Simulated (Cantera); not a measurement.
Cantera run:

```python
import numpy as np
import cantera as ct

gas_names = [...]  # 151 gases of nasa_gas.yaml made of C, H, N, O, Si
cond_names = """
    C(gr) C6H6(L) C7H8(L) C8H18(L),n-octa H2O(s) H2O(L) Si(cr) Si(L) SiC(b) SiO2(Lqz) SiO2(hqz) SiO2(L)
    Si2N2O(s) Si3N4(a)
""".split()


# ... load() reads the species with a 1 bar reference pressure and builds the phases ...
atoms = {
    'Si3N4': {'Si': 3, 'N': 4},
    'H2O': {'H': 2, 'O': 1},
    'H2': {'H': 2},
    'CO2': {'C': 1, 'O': 2},
}
top_T = {'C(gr)': 4500, 'SiC(b)': 3050, 'Si2N2O(s)': 2100, 'Si3N4(a)': 2400}  # K; cautious upper limits of use, not melting points


# ... equilibrate(T, P, feed) seeds the gas with the atoms and calls Mixture.equilibrate('TP', solver="vcs", rtol=1e-11, max_steps=5000) ...
results = []
feed = {'Si3N4': 1, 'H2O': 0.27, 'H2': 3.3, 'CO2': 0.017}  # mol
T = 1223.15  # K
P = 0.22  # Pa
mix = equilibrate(T, P, feed)
results.append((T, P, feed, dict(zip(mix.species_names, mix.species_moles))))
print(gas.report(threshold=0.001))
for i in range(1, mix.n_phases):
    print(f"{mix.phase(i).name:16s} {mix.phase_moles(i):12.5e} mol")
```

Result:

```
       temperature   1223.2 K
          pressure   0.22 Pa
           density   6.0913e-08 kg/m^3
  mean mol. weight   2.8158 kg/kmol
   phase of matter   gas

                          1 kg             1 kmol
                     ---------------   ---------------
          enthalpy        9.8048e+06        2.7608e+07  J
   internal energy        6.1931e+06        1.7439e+07  J
           entropy        1.0079e+05         2.838e+05  J/K
    Gibbs function       -1.1348e+08       -3.1952e+08  J
 heat capacity c_p             11105             31268  J/K
 heat capacity c_v            8151.9             22954  J/K

                      mass frac. Y      mole frac. X     chem. pot. / RT
                     ---------------   ---------------   ---------------
                H2           0.69383           0.96909           -31.088
                N2           0.30461          0.030618           -41.921
     [ +149 minor]         0.0015582        0.00029589

C(gr)             0.00000e+00 mol
Si(cr)            0.00000e+00 mol
SiC(b)            1.69965e-02 mol
SiO2(hqz)         0.00000e+00 mol
Si2N2O(s)         3.03652e-01 mol
Si3N4(a)          7.91783e-01 mol
```

Cantera equilibrium calculation (NASA polynomials, part measured and part estimated; ideal gas, pure solids and liquids). Mutual solubility and eutectic melting of coexisting phases are not modelled.
